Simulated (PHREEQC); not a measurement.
Dissolve 0.01 mol FeSO4, 0.00072 mol CuCl2 and 3.3e-05 mol NaF per kg of water at 40 °C. Closed to the air; pH follows from the charge balance.

The numbers come from PHREEQC with the ion-association model, wateq4f.dat.

This is a speciation only: nothing precipitates in the calculation.

Problem. Order these S species by the share of S that they hold, largest first: CuSO4, FeSO4, SO4-2.

Solution. SO4-2 (67 %), FeSO4 (30 %), CuSO4 (2.1 %)

The pH is 5.43 and the ionic strength 0.0291 mol/kgw. Saturation is exceeded, for instance for Tenorite (slow to form); the values hold only as long as no solid forms. Species that the database lacks are ignored. At this temperature some constants are extrapolated from 25 °C, and those without enthalpy data are left unchanged. Fluoro complexes past AlF4- and FeF3 are missing from the database.
